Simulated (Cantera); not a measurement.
## Equilibrium for silicon carbide growth: Si(CH3)4 + HCl + H2

A closed system holds: 1 mol Si(CH3)4, 1.4 mol HCl, 22 mol H2, at 10.0 mbar.

Cantera equilibrium calculation (NASA polynomials, part measured and part estimated; ideal gas, pure solids and liquids). Candidate condensed phases: C, C6H6, C7H8, C8H18, Si, SiC; 109 gas species. The tables' values for SiCl are old estimates; treat these amounts as uncertain. Gases not in the tables: Si2H6 and higher silanes. Kinetics and transport are ignored.

```json
[
 {"T (K)": "998", "log p H2": "-2.02", "log p H": "-9.68", "log p HCl": "-3.33", "log p Si": "<-14", "log p C2H2 (acetylene)": "-10.99", "log p Cl": "-11.01", "log p SiC2": "<-14", "n C(graphite)": "2.98", "n SiC(s)": "0.996"},
 {"T (K)": "1098", "log p H2": "-2.02", "log p H": "-8.62", "log p HCl": "-3.32", "log p Si": "<-14", "log p C2H2 (acetylene)": "-9.92", "log p Cl": "-9.97", "log p SiC2": "<-14", "n C(graphite)": "2.99", "n SiC(s)": "0.999"},
 {"T (K)": "1198", "log p H2": "-2.02", "log p H": "-7.73", "log p HCl": "-3.32", "log p Si": "<-14", "log p C2H2 (acetylene)": "-9.03", "log p Cl": "-9.09", "log p SiC2": "<-14", "n C(graphite)": "3.00", "n SiC(s)": "1.000"},
 {"T (K)": "1298", "log p H2": "-2.02", "log p H": "-6.98", "log p HCl": "-3.32", "log p Si": "-12.92", "log p C2H2 (acetylene)": "-8.27", "log p Cl": "-8.36", "log p SiC2": "<-14", "n C(graphite)": "3.00", "n SiC(s)": "0.999"},
 {"T (K)": "1398", "log p H2": "-2.02", "log p H": "-6.34", "log p HCl": "-3.32", "log p Si": "-11.43", "log p C2H2 (acetylene)": "-7.63", "log p Cl": "-7.72", "log p SiC2": "<-14", "n C(graphite)": "3.00", "n SiC(s)": "0.999"},
 {"T (K)": "1498", "log p H2": "-2.02", "log p H": "-5.78", "log p HCl": "-3.32", "log p Si": "-10.14", "log p C2H2 (acetylene)": "-7.08", "log p Cl": "-7.17", "log p SiC2": "-12.90", "n C(graphite)": "3.00", "n SiC(s)": "0.998"},
 {"T (K)": "1598", "log p H2": "-2.02", "log p H": "-5.28", "log p HCl": "-3.32", "log p Si": "-9.01", "log p C2H2 (acetylene)": "-6.59", "log p Cl": "-6.69", "log p SiC2": "-11.43", "n C(graphite)": "3.00", "n SiC(s)": "0.997"},
 {"T (K)": "1698", "log p H2": "-2.02", "log p H": "-4.85", "log p HCl": "-3.33", "log p Si": "-8.02", "log p C2H2 (acetylene)": "-6.16", "log p Cl": "-6.26", "log p SiC2": "-10.13", "n C(graphite)": "3.00", "n SiC(s)": "0.996"},
 {"T (K)": "1798", "log p H2": "-2.02", "log p H": "-4.46", "log p HCl": "-3.33", "log p Si": "-7.13", "log p C2H2 (acetylene)": "-5.79", "log p Cl": "-5.89", "log p SiC2": "-8.97", "n C(graphite)": "3.00", "n SiC(s)": "0.995"},
 {"T (K)": "1898", "log p H2": "-2.02", "log p H": "-4.12", "log p HCl": "-3.33", "log p Si": "-6.34", "log p C2H2 (acetylene)": "-5.45", "log p Cl": "-5.55", "log p SiC2": "-7.95", "n C(graphite)": "2.99", "n SiC(s)": "0.991"},
 {"T (K)": "1998", "log p H2": "-2.03", "log p H": "-3.81", "log p HCl": "-3.34", "log p Si": "-5.64", "log p C2H2 (acetylene)": "-5.15", "log p Cl": "-5.25", "log p SiC2": "-7.02", "n C(graphite)": "2.97", "n SiC(s)": "0.982"},
 {"T (K)": "2098", "log p H2": "-2.04", "log p H": "-3.53", "log p HCl": "-3.35", "log p Si": "-5.00", "log p C2H2 (acetylene)": "-4.88", "log p Cl": "-4.97", "log p SiC2": "-6.19", "n C(graphite)": "2.97", "n SiC(s)": "0.950"},
 {"T (K)": "2198", "log p H2": "-2.05", "log p H": "-3.28", "log p HCl": "-3.36", "log p Si": "-4.41", "log p C2H2 (acetylene)": "-4.64", "log p Cl": "-4.73", "log p SiC2": "-5.43", "n C(graphite)": "3.00", "n SiC(s)": "0.832"},
 {"T (K)": "2298", "log p H2": "-2.07", "log p H": "-3.05", "log p HCl": "-3.40", "log p Si": "-3.88", "log p C2H2 (acetylene)": "-4.44", "log p Cl": "-4.52", "log p SiC2": "-4.75", "n C(graphite)": "3.21", "n SiC(s)": "0.420"}
]
```
log p: log10 of the partial pressure in bar; n: condensed amount in mol.

From 998 K to 2298 K the condensed part is C(graphite) + SiC(s). The main Si-bearing gas is SiCl4 at 998 K and Si at 2298 K. The share of Si in condensed phases is highest at 1198 K (100.0 %) and lowest at 2298 K (42.0 %).
